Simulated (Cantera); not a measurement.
Input: 1 mol Fe(CO)₅, 0.57 mol CO, 2.2 mol N₂, equilibrated at 1 atm.

Equilibrium computed with Cantera from the NASA thermochemical tables; the gas is ideal and each condensed phase is pure. Candidate condensed phases: C, Fe, Fe(CO)₅, FeO, Fe₂O₃, Fe₃O₄; 27 gas species. Iron dissolves carbon and melts from about 1420 K in contact with it, which pure phases cannot show. The tables' stoichiometric FeO is somewhat more stable than real wüstite, so its field is too wide. FeO: taken at fixed stoichiometry. Condensed phases not in the tables: cementite and carbon dissolved in iron. Equilibrium is a limit: real reactors are often held back by kinetics, nucleation or transport.

log p: log10 of the partial pressure in bar; n: condensed amount in mol.

| T (K) | log p CO | log p N₂ | log p CO₂ | log p Fe | n C(graphite) | n FeO(s) | n Fe(α) | n Fe(γ) |
|---|---|---|---|---|---|---|---|---|
| 900 | -0.61 | -0.36 | -0.48 | <-11 | 2.67 | 1.00 | 0 | 0 |
| 975 | -0.36 | -0.41 | -0.73 | <-11 | 2.05 | 1.00 | 0 | 0 |
| 1050 | -0.21 | -0.51 | ? | <-11 | ? | 0 | 1.00 | 0 |
| 1125 | -0.16 | -0.53 | -1.55 | -11.47 | 0.208 | 0 | 1.00 | 0 |
| 1200 | -0.15 | -0.54 | ? | ? | ? | 0 | 0 | 1.00 |
| 1275 | -0.14 | -0.54 | -2.44 | -9.28 | 0.0279 | 0 | 0 | 1.00 |
| 1350 | -0.14 | -0.54 | -2.82 | -8.37 | 0.0117 | 0 | 0 | 1.00 |
| 1425 | -0.14 | -0.54 | -3.15 | -7.55 | 0.00539 | 0 | 0 | 1.00 |
| 1500 | -0.14 | -0.54 | -3.46 | -6.82 | 0.00268 | 0 | 0 | 1.000 |

Question: What belongs in the gaps?

Answer: 
- 1050, log p CO₂: -1.08
- 1050, n C(graphite): 0.584
- 1200, log p CO₂: -2.02
- 1200, log p Fe: -10.30
- 1200, n C(graphite): 0.0732
